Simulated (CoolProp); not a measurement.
Ethylene along the isobar 4.59 MPa: density (kg/m³) from the reference equation and from simpler models built on Tc = 282.4 K, pc = 5.042 MPa, ω = 0.087; each cubic takes its own stable root.

Computed with CoolProp (reference Helmholtz-energy equation of state, Smukala 2000).

```
T (K)   phase  reference  van der Waals  Redlich-Kwong  Soave-Redlich-Kwong  Peng-Robinson
-----  ------  ---------  -------------  -------------  -------------------  -------------
205.8  liquid      518.7          345.8          493.4                496.9          561.6
215    liquid      503.6          336.2          475.9                479.9          542.6
224.2  liquid      487.6          325.7          456.9                461.3          521.6
233.4  liquid      470.3          314.2          436.2                440.9          498.4
242.6  liquid      451.3          301.3          413.1                418.0          472.2
251.8  liquid      429.6          286.3          386.7                391.6          441.8
261    liquid      403.8          267.8          355.2                359.8          405.0
270.2  liquid      369.0          241.6          313.3                317.5          355.7
279.3     gas      115.0          100.3          110.9                111.7          118.5
288.5     gas      88.84          84.98          88.52                88.11          92.36
```
